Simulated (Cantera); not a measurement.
**Ti(NMe2)4 + H2O (titanium nitride, carbide and oxide coatings)**

Charge: 1 mol Ti(NMe2)4, a varied amount of H2O, equilibrated at 1923 K and 0.800 bar.

Cantera equilibrium calculation (NASA polynomials, part measured and part estimated; ideal gas, pure solids and liquids). Candidate condensed phases: C, C6H6, C7H8, C8H18, H2O, Ti, TiC, TiN, TiO, TiO2, Ti2O3, Ti3O5, Ti4O7; 139 gas species. The feed counts by its element totals alone. TiC: taken at fixed stoichiometry. Condensed phases not in the tables: Magnéli phases beyond Ti4O7. Gases not in the tables: TiO(OH)2. Rates play no part.

```csv
n(H2O) (mol),log p H2,log p CO,log p H2O,log p N2,log p CO2,log p HCN,n C(graphite),n TiC(s),n Ti3O5(s),n TiO2(rutile)
0.13,-0.17,-2.14,-6.10,-0.96,-8.70,-2.53,6.80,1.00,0,0
0.26,-0.17,-1.84,-5.81,-0.96,-8.11,-2.54,6.67,1.00,0,0
0.54,-0.18,-1.54,-5.51,-0.98,-7.51,-2.55,6.39,1.00,0,0
1.1,-0.19,-1.27,-5.25,-1.01,-6.96,-2.57,5.83,1.00,0,0
2.3,-0.21,-1.00,-5.01,-1.07,-6.44,-2.61,4.62,1.00,0,0
4.8,-0.25,-0.79,-4.83,-1.18,-6.00,-2.68,2.12,1.00,0,0
9.9,-0.27,-0.70,-2.27,-1.30,-3.34,-5.24,0,0,0.333,0
21,-0.37,-0.87,-0.72,-1.43,-1.85,-7.19,0,0,0,1.000
```
log p: log10 of the partial pressure in bar; n: condensed amount in mol.

From 0.13 mol H2O to 4.8 mol H2O the condensed part is C(graphite) + TiC(s). At 9.9 mol H2O the condensed part is Ti3O5(s). At 21 mol H2O the condensed part is TiO2(rutile).
